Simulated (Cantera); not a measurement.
**Transport properties of process gases**

Gas mixture: H₂O : NO = 0.44 : 0.7 (molar parts), at 0.00730 atm, frozen composition.

Cantera's kinetic-theory transport with the Lennard-Jones parameters of GRI-Mech 3.0, ideal gas; thermal conductivity in the mixture-averaged form. Polar gases are described roughly by these parameters. The composition is frozen, though it would react at the higher temperatures.

| T (K) | ρ (kg/m³) | cp (J/kg/K) | μ (µPa s) | λ (mW/m/K) | Pr | D (cm²/s) H₂O | D (cm²/s) N₂ | D (cm²/s) CH₃ |
|---|---|---|---|---|---|---|---|---|
| 400 | 0.00565 | 1246 | 19.7 | 34.1 | 0.720 | 53.5 | 49.1 | 52.7 |
| 650 | 0.00347 | 1327 | 29.3 | 54.7 | 0.710 | 131 | 115 | 125 |
| 900 | 0.00251 | 1417 | 37.7 | 75.9 | 0.704 | 234 | 201 | 218 |
| 1150 | 0.00196 | 1495 | 45.5 | 97.0 | 0.701 | 358 | 304 | 331 |
| 1400 | 0.00161 | 1560 | 52.6 | 117 | 0.699 | 502 | 422 | 461 |
| 1650 | 0.00137 | 1615 | 59.3 | 137 | 0.698 | 663 | 556 | 607 |
| 1900 | 0.00119 | 1660 | 65.6 | 156 | 0.698 | 840 | 703 | 768 |
D: mixture-averaged diffusion coefficient of that species in the mixture.
